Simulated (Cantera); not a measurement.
An isothermal, constant-pressure homogeneous reactor starts with 1.47 % C₂H₆, 98.5 % N₂, at 1250 K and 100.0 Torr.

Model: GRI-Mech 3.0 (53 species, 325 reactions), integrated in Cantera. GRI-Mech 3.0 stops at C3 and has no aromatics, soot or wall deposition, so with more carbon than oxygen in the feed, carbon stays in small species such as C2H2 where larger ones or solid carbon would form.

One state of this run: x C₂H₆ = 4.38e-7; x C₂H = 3.48e-11; x C₂H₄ = 0.00207; x CH₄ = 0.00214; x H₂ = 0.0234; x CH₂ = 2.60e-12; x H = 2.50e-7. x: mole fraction; the columns are a selection and need not sum to one.

Problem. Which value of t (s) does it belong to?
A. 0.130
B. 4.85
C. 2.35
D. 0.269

Solution. B, 4.85
